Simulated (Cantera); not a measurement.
An isothermal, constant-pressure homogeneous reactor starts with H₂ : O₂ = 0.27 : 1 (molar parts), at 975 K and 11.3 Torr.

Model: GRI-Mech 3.0 (53 species, 325 reactions), integrated in Cantera. Radical loss at walls, strong at low pressure, is not modelled. The temperature is held fixed by assumption; the heat of reaction is taken as removed at once.

x: mole fraction; the columns are a selection and need not sum to one.

| t (s) | x H₂ | x O₂ | x O | x H₂O₂ | x HO₂ | x OH |
|---|---|---|---|---|---|---|
| 0.000800 | 0.213 | 0.787 | 3.60e-9 | <1e-12 | 9.03e-10 | 1.35e-9 |
| 0.00211 | 0.213 | 0.787 | 4.76e-6 | 8.45e-11 | (withheld) | 1.77e-6 |
| 0.00558 | 0.0151 | 0.716 | 0.0290 | 4.45e-7 | 1.88e-5 | 0.00506 |
| 0.0147 | 0.00199 | 0.757 | 0.00431 | 6.42e-7 | 1.80e-5 | 0.00151 |
| 0.0389 | 0.000208 | 0.762 | 0.000364 | 4.43e-7 | (withheld) | 0.000353 |
| 0.103 | 2.69e-5 | 0.762 | 4.57e-5 | 2.21e-7 | (withheld) | 0.000125 |
| 0.271 | 3.63e-6 | 0.762 | 8.09e-6 | 9.66e-8 | (withheld) | 5.35e-5 |
| 0.717 | 5.48e-7 | 0.762 | 1.87e-6 | 4.15e-8 | (withheld) | 2.58e-5 |
| 1.89 | 1.15e-7 | 0.762 | 5.26e-7 | 1.81e-8 | (withheld) | 1.37e-5 |
| 5.00 | 3.18e-8 | 0.762 | 1.67e-7 | 7.96e-9 | (withheld) | 7.67e-6 |

Task: Some entries are withheld; supply them.

Result: 
- 0.00211, x HO₂: 2.43e-7
- 0.0389, x HO₂: 6.75e-6
- 0.103, x HO₂: 1.61e-6
- 0.271, x HO₂: 3.58e-7
- 0.717, x HO₂: 8.98e-8
- 1.89, x HO₂: 2.65e-8
- 5.00, x HO₂: 8.74e-9
